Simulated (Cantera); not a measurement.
A Cantera script and its output.

```python
import numpy as np
import cantera as ct

gas = ct.Solution("gri30.yaml", transport_model="mixture-averaged")
show = ['C2H2', 'N2', 'CO2']

rows = []
print(f"{'T/K':>7s}{'rho':>11s}{'cp':>10s}{'mu':>11s}{'lambda':>11s}{'Pr':>7s}" + "".join(f"{'D_' + s:>11s}" for s in show))
for T in [400, 650, 900, 1150, 1400, 1650, 1900]:
    gas.TPX = T, 13332, {'H2O': 0.56, 'O2': 0.18}
    Pr = gas.cp_mass * gas.viscosity / gas.thermal_conductivity
    D = [gas.mix_diff_coeffs_mole[gas.species_index(s)] for s in show]
    rows.append([gas.density, gas.cp_mass, gas.viscosity, gas.thermal_conductivity, Pr, *D])
    print(f"{T:7g}{gas.density:11.4e}{gas.cp_mass:10.1f}{gas.viscosity:11.4e}"
          f"{gas.thermal_conductivity:11.4e}{Pr:7.3f}" + "".join(f"{d:11.4e}" for d in D))
print("SI units: kg/m3, J/kg/K, Pa s, W/m/K, m2/s")
```

It prints:

```
    T/K        rho        cp         mu     lambda     Pr     D_C2H2       D_N2      D_CO2
    400 8.5851e-02    1553.0 1.6870e-05 3.6203e-02  0.724 2.2524e-04 2.9065e-04 2.1311e-04
    650 5.2831e-02    1673.9 2.6824e-05 6.2719e-02  0.716 5.5801e-04 7.0030e-04 5.3551e-04
    900 3.8156e-02    1803.2 3.6181e-05 9.2069e-02  0.709 9.9994e-04 1.2369e-03 9.6791e-04
   1150 2.9861e-02    1931.3 4.4935e-05 1.2263e-01  0.708 1.5351e-03 1.8833e-03 1.4938e-03
   1400 2.4529e-02    2045.2 5.3140e-05 1.5333e-01  0.709 2.1537e-03 2.6289e-03 2.1031e-03
   1650 2.0812e-02    2143.9 6.0858e-05 1.8359e-01  0.711 2.8492e-03 3.4666e-03 2.7889e-03
   1900 1.8074e-02    2228.1 6.8142e-05 2.1312e-01  0.712 3.6169e-03 4.3910e-03 3.5462e-03
SI units: kg/m3, J/kg/K, Pa s, W/m/K, m2/s
```

Cantera simulation using GRI-Mech 3.0 (53 species, 325 reactions); the numbers are that mechanism's predictions, not measurements. Polar gases are described roughly by these parameters.
